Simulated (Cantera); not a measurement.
Mixture: H2 : O2 : N2 = 1 : 0.278 : 1.47 (molar parts), equivalence ratio 1.8, at 500000 Pa, adiabatic and at constant pressure. Ignition delay is the time to a rise of 400 K.

Detailed kinetics in Cantera: the H2/O2 subset of GRI-Mech 3.0, which has no nitrogen chemistry. The hydrogen kinetics of GRI-Mech 3.0 are dated; newer H2 mechanisms differ, most at raised pressure. Where the delays flatten at high temperature, the 400 K rule measures the pace of heat release, not the induction time.

Problem. Predict: delay at 1250 K; delay at 1350 K; delay at 1450 K; delay at 1550 K.

Solution. 
| Property | Result |
|---|---|
| delay at 1250 K | 12.4 µs |
| delay at 1350 K | 6.60 µs |
| delay at 1450 K | 4.33 µs |
| delay at 1550 K | 3.18 µs |
